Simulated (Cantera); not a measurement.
Standard-state values (1 bar) from the NASA 1993 polynomials, evaluated with Cantera. Values are per mole of reaction as written; species without (g) are pure solids or liquids, kept so even where they would boil at 1 bar.

N2O(g) + NO2(g) ⇌ 3 NO(g)

```csv
T (K),ΔH° (kJ),ΔS° (J/K),ΔG° (kJ),log10 K
1525,[?],[?],[?],[?]
1675,[?],[?],[?],[?]
1825,[?],[?],[?],[?]
1975,150.0,168.7,-183.2,4.84
2125,[?],[?],[?],[?]
2275,147.2,167.4,-233.6,5.36
```

Q: Fill in the missing entries.

A: 
- 1525, ΔH° (kJ): 154.0
- 1525, ΔS° (J/K): 171.0
- 1525, ΔG° (kJ): -106.8
- 1525, log10 K: 3.66
- 1675, ΔH° (kJ): 152.7
- 1675, ΔS° (J/K): 170.2
- 1675, ΔG° (kJ): -132.4
- 1675, log10 K: 4.13
- 1825, ΔH° (kJ): 151.4
- 1825, ΔS° (J/K): 169.4
- 1825, ΔG° (kJ): -157.8
- 1825, log10 K: 4.52
- 2125, ΔH° (kJ): 148.6
- 2125, ΔS° (J/K): 168.0
- 2125, ΔG° (kJ): -208.4
- 2125, log10 K: 5.12
